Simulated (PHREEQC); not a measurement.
Dissolve 0.0033 mol NaOH, 1.4e-05 mol CO2 and 0.0023 mol (CH3)4NCl per kg of water at 25 °C. Closed to the air; pH follows from the charge balance.

Equilibrium calculation in PHREEQC: ion-association model, phreeqc.dat.

This is a speciation only: nothing precipitates in the calculation.

**Question.** Predict the pH.

**Answer.** pH 11.47.

**Question.** In which forms is C present?

**Answer.** CO3-2 91 %, HCO3- 5.1 %, NaCO3- 4.1 % of the C.

(CH3)4N+ isn't in the database: it is added as a free cation with an ion size of 4 Å.
